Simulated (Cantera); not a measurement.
Mixture: H2 : O2 : N2 = 1 : 1.14 : 5.8 (molar parts), at 8.98 atm, adiabatic and at constant volume. Ignition delay is the time to a rise of 400 K.

Cantera simulation using the H2/O2 subset of GRI-Mech 3.0, which has no nitrogen chemistry; the numbers are that mechanism's predictions, not measurements. The hydrogen kinetics of GRI-Mech 3.0 are dated; newer H2 mechanisms differ, most at raised pressure.

Predict: delay at 1075 K; delay at 1150 K; delay at 1225 K; delay at 1300 K; delay at 1375 K; delay at 1450 K; delay at 1525 K; apparent activation energy between 1375 and 1525 K.


```json
{
  "delay at 1075 K": "2.49 ms",
  "delay at 1150 K": "0.365 ms",
  "delay at 1225 K": "21.3 µs",
  "delay at 1300 K": "6.67 µs",
  "delay at 1375 K": "3.89 µs",
  "delay at 1450 K": "2.71 µs",
  "delay at 1525 K": "2.07 µs",
  "apparent activation energy between 1375 and 1525 K": "74 kJ/mol"
}
```
